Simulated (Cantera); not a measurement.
A Cantera script and what it prints.

```python
import numpy as np
import cantera as ct

gas_names = """
    C CN CO CO2 C2 CCN CNC C2N2 C2O C3 C3O2 C4 C4N2 C5 N NCO NO NO2 NO3 N2 N2O O O2 O3 Pb PbO Pb2
""".split()
cond_names = """
    C(gr) Pb(cr) Pb(L) PbO(rd) PbO(yw) PbO(L) PbO2(s) Pb3O4(s)
""".split()


def load(file, names, dense=False):
    # The tables refer to 1 bar. Condensed volumes are neglected.
    table = {s.name: s for s in ct.Species.list_from_file(file)}
    out = []
    for n in names:
        d = dict(table[n].input_data)
        d["thermo"] = dict(d["thermo"], **{"reference-pressure": 1e5})
        if dense:
            d["equation-of-state"] = {"model": "constant-volume", "density": "1e6 g/cm^3"}
        out.append(ct.Species.from_dict(d))
    return out


gas = ct.Solution(thermo="ideal-gas", species=load("nasa_gas.yaml", gas_names))
cond = {s.name: ct.Solution(thermo="fixed-stoichiometry", species=[s], name=s.name)
        for s in load("nasa_condensed.yaml", cond_names, dense=True)}
atoms = {
    'PbO': {'Pb': 1, 'O': 1},
    'CO': {'C': 1, 'O': 1},
    'N2': {'N': 2},
}
top_T = {'C(gr)': 4500, 'Pb3O4(s)': 820}  # K; cautious upper limits of use, not melting points


def equilibrate(T, P, feed):
    n = {}
    for name, mol in feed.items():
        for a, k in atoms[name].items():
            n[a] = n.get(a, 0.0) + k * mol
    gas.TPX = T, P, n
    mass = sum(n.values()) * gas.mean_molecular_weight
    gas.equilibrate("TP")
    valid = [c for c in cond.values() if c.min_temp <= T <= top_T.get(c.name, c.max_temp)]
    mix = ct.Mixture([(gas, mass / gas.mean_molecular_weight)] + [(c, 0.0) for c in valid])
    mix.T, mix.P = T, P
    mix.equilibrate("TP", solver="vcs", rtol=1e-11, max_steps=5000)
    return mix


results = []
feed = {'PbO': 1, 'CO': 1.8, 'N2': 8.6}  # mol
T = 1348.15  # K
P = 1700  # Pa
mix = equilibrate(T, P, feed)
results.append((T, P, feed, dict(zip(mix.species_names, mix.species_moles))))
print(gas.report(threshold=1e-05))
for i in range(1, mix.n_phases):
    print(f"{mix.phase(i).name:16s} {mix.phase_moles(i):12.5e} mol")
```

Output:

```
       temperature   1348.2 K
          pressure   1700 Pa
           density   0.0068453 kg/m^3
  mean mol. weight   45.135 kg/kmol
   phase of matter   gas

                          1 kg             1 kmol
                     ---------------   ---------------
          enthalpy        1.9379e+05        8.7465e+06  J
   internal energy            -54561       -2.4626e+06  J
           entropy            6221.6        2.8081e+05  J/K
    Gibbs function       -8.1939e+06       -3.6983e+08  J
 heat capacity c_p            778.34             35130  J/K
 heat capacity c_v            594.13             26816  J/K

                      mass frac. Y      mole frac. X     chem. pot. / RT
                     ---------------   ---------------   ---------------
                CO          0.043566          0.070203            -43.03
               CO2          0.085505          0.087693           -71.292
                N2           0.46823           0.75439           -30.046
                Pb           0.40253          0.087685           -12.012
               PbO        0.00013286        2.6868e-05           -40.275
     [  +22 minor]        3.5599e-05        3.8813e-06

C(gr)             0.00000e+00 mol
Pb(L)             0.00000e+00 mol
PbO(L)            0.00000e+00 mol
```

Equilibrium computed with Cantera from the NASA thermochemical tables; the gas is ideal and each condensed phase is pure.
